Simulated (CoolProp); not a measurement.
Fluoroethane (R161) along the isotherm -69.75 °C: density (kg/m³) from the reference equation and from simpler models built on Tc = 102.1 °C, pc = 5.010 MPa, ω = 0.216; each cubic takes its own stable root.

Computed with CoolProp (reference Helmholtz-energy equation of state, Wu 2012).

```tsv
p (MPa)	phase	reference	van der Waals	Redlich-Kwong	Soave-Redlich-Kwong	Peng-Robinson
0.0158	gas	0.4526	0.4507	0.4516	0.4519	0.4519
0.0325	liquid	861.6	0.9309	730.9	745.0	839.4
0.0667	liquid	861.6	1.927	731.0	745.1	839.4
0.137	liquid	861.7	4.031	731.1	745.1	839.5
0.281	liquid	861.8	493.8	731.2	745.3	839.6
0.577	liquid	862.0	494.4	731.6	745.6	839.9
1.19	liquid	862.6	495.5	732.4	746.2	840.5
2.43	liquid	863.6	497.7	733.9	747.4	841.6
5	liquid	865.7	501.9	736.9	749.9	843.9
```

At some of these states van der Waals gives the other phase, because its saturation line lies elsewhere.
